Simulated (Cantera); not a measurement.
A closed system holds: 1 mol Si, 5.4 mol HCl, 8 mol H2, held at 2.20 bar.

Cantera equilibrium calculation (NASA polynomials, part measured and part estimated; ideal gas, pure solids and liquids). Candidate condensed phases: Si; 19 gas species. The tables' values for SiCl3 are old estimates; treat these amounts as uncertain. The numbers say what is thermodynamically allowed, not how fast it happens. All values below are at 1323 K.

Base state: H2 0.781, HCl 0.139, SiCl4 0.0564, SiHCl3 0.0161, SiCl3 0.00484, SiCl2 0.00227, SiH2Cl2 0.000655 (mole fractions); condensed: gas only.

Question: What changes in the equilibrium state with this change: Si replaced by SiCl4?

Answer: 
```
species    before     after
-------  --------  --------
H2          0.781     0.549
HCl         0.139     0.381
SiCl4      0.0564    0.0628
SiHCl3     0.0161   0.00459
SiH2Cl2  0.000655   4.80e-5
SiCl2     0.00227  0.000237
SiCl3     0.00484   0.00165
```
